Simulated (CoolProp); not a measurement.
Vapour-liquid equilibrium of R134a (1) + R245fa (2) at 895 kPa; x and y are mole fractions of (1).

Values from CoolProp's multi-fluid Helmholtz-energy mixture model, Tillner-Roth 1994 and Akasaka 2015; pair parameters Akasaka 2014.

```tsv
x	bubble temperature (°C)	y at the bubble point	dew temperature at overall composition x (°C)	liquid density (mol/L)
0.05	81.3	0.117	(withheld)	8.755
0.125	76.0	0.269	81.0	8.988
0.2	71.0	0.397	78.4	9.214
0.275	66.4	0.505	75.7	9.432
0.35	62.2	0.596	72.9	9.645
0.425	58.3	0.673	69.9	9.853
0.5	54.6	0.739	66.6	10.06
0.575	51.2	0.796	63.2	(withheld)
0.65	48.0	0.845	(withheld)	10.46
0.725	44.9	0.887	55.4	10.66
0.8	42.1	0.923	(withheld)	10.87
0.875	39.4	0.955	45.8	11.07
0.95	36.9	0.983	39.9	11.29
```

Q: Fill in the missing entries.

A: 
- 0.05, dew temperature at overall composition x (°C): 83.5
- 0.575, liquid density (mol/L): 10.26
- 0.65, dew temperature at overall composition x (°C): 59.5
- 0.8, dew temperature at overall composition x (°C): 50.9

No azeotrope shows between x = 0.05 and 0.95.

Pair parameters are fitted to limited data, so mixtures are less certain than the pure fluids.
